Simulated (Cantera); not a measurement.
Cantera with NASA thermochemical tables; ideal gases at 1 bar, condensed phases pure. Values are per mole of reaction as written; species without (g) are pure solids or liquids, kept so even where they would boil at 1 bar.

NH3(g) + Al(g) + 3 F(g) ⇌ AlN + 3 HF(g)

```csv
T (K),ΔH° (kJ),ΔS° (J/K),ΔG° (kJ),log10 K
1175,-1659.1,-294.9,-1312.5,58.35
1275,?,?,?,?
1375,-1659.5,-295.3,-1253.5,47.62
1475,-1659.7,-295.4,-1224.0,43.34
1575,?,?,?,?
1675,-1660.2,-295.8,-1164.8,36.32
1775,-1660.5,-295.9,-1135.2,33.41
1875,-1660.7,-296.0,-1105.7,30.80
1975,?,?,?,?
2075,-1661.2,-296.3,-1046.4,26.34
```

Problem. Complete the blanks.

Solution. 
- 1275, ΔH° (kJ): -1659.3
- 1275, ΔS° (J/K): -295.1
- 1275, ΔG° (kJ): -1283.0
- 1275, log10 K: 52.56
- 1575, ΔH° (kJ): -1660.0
- 1575, ΔS° (J/K): -295.6
- 1575, ΔG° (kJ): -1194.4
- 1575, log10 K: 39.61
- 1975, ΔH° (kJ): -1661.0
- 1975, ΔS° (J/K): -296.2
- 1975, ΔG° (kJ): -1076.0
- 1975, log10 K: 28.46
